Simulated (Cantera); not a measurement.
Cantera run:

```python
import numpy as np
import cantera as ct

gas_names = [...]  # 116 gases of nasa_gas.yaml made of C, H, Mg, O
cond_names = """
    C(gr) C6H6(L) C7H8(L) C8H18(L),n-octa H2O(s) H2O(L) Mg(cr) Mg(L) MgCO3(s) MgO(s) MgO(L) MgO2H2(s)
""".split()


# ... load() reads the species with a 1 bar reference pressure and builds the phases ...
atoms = {
    'MgCO3': {'Mg': 1, 'C': 1, 'O': 3},
    'H2': {'H': 2},
    'O2': {'O': 2},
}
top_T = {'C(gr)': 4500}  # K; cautious upper limits of use, not melting points


# ... equilibrate(T, P, feed) seeds the gas with the atoms and calls Mixture.equilibrate('TP', solver="vcs", rtol=1e-11, max_steps=5000) ...
results = []
feed = {'MgCO3': 1, 'H2': 2.3, 'O2': 0.052}  # mol
T = 723  # K
P = 1000  # Pa
mix = equilibrate(T, P, feed)
results.append((T, P, feed, dict(zip(mix.species_names, mix.species_moles))))
x = sorted(zip(gas.X, gas.species_names), reverse=True)
print(f"T = {T:g} K  P = {P:g} Pa  gas = {mix.phase_moles(0):.4g} mol")
print("   x: " + "  ".join(f"{s} {v:.3e}" for v, s in x if v > 1e-06))
print("   condensed (mol): " + ("  ".join(f"{mix.phase(i).name} {mix.phase_moles(i):.4g}"
      for i in range(1, mix.n_phases) if mix.phase_moles(i) > 1e-12) or "none"))
```

Result:

```
T = 723 K  P = 1000 Pa  gas = 3.229 mol
   x: H2 5.405e-01  CO2 2.031e-01  H2O 1.498e-01  CO 9.563e-02  CH4 1.100e-02
   condensed (mol): MgO(s) 1
```

These are equilibrium values from Cantera (NASA tables, ideal gas, pure condensed phases), not measurements of a reactor.
